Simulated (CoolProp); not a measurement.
Values from CoolProp's reference Helmholtz-energy equation of state, Akasaka 2023.

Question: Give the vapour pressure (MPa), liquid density (kg/m³), enthalpy of vaporisation (kJ/kg), liquid cp (kJ/(kg K)) of saturated R1224YDZ at 216, 261 K.

Answer: 
```json
[
 {"T (K)": "216", "p (MPa)": "0.00195", "liquid density (kg/m³)": "1570", "enthalpy of vaporisation (kJ/kg)": "202", "liquid cp (kJ/(kg K))": "1.03"},
 {"T (K)": "261", "p (MPa)": "0.0314", "liquid density (kg/m³)": "1460", "enthalpy of vaporisation (kJ/kg)": "182", "liquid cp (kJ/(kg K))": "1.08"}
]
```
